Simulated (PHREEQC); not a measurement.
Solution (20 °C): 0.0038 mol/kgw CuSO4, 0.22 mol/kgw H2SO4 and 0.00037 mol/kgw KCl. Closed to the air; pH follows from the charge balance.

The numbers come from PHREEQC with the ion-association model, wateq4f.dat.

This is a speciation only: nothing precipitates in the calculation.

Predict the pH.

pH 0.71.

In which forms is S present?

HSO4- 86 %, SO4-2 14 %, CuSO4 0.5 % of the S.
